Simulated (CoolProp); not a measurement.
Computed with CoolProp (reference Helmholtz-energy equation of state, Akasaka 2022).

For R1233zd(E), give the phase and the cp (kJ/(kg K)), cv (kJ/(kg K)), fugacity coefficient at 398.4 K and 17.6 MPa; 409.5 K and 17.6 MPa.


- 398.4 K and 17.6 MPa: liquid; cp 1.30, cv 0.937, fugacity coefficient 0.139
- 409.5 K and 17.6 MPa: liquid; cp 1.31, cv 0.947, fugacity coefficient 0.162
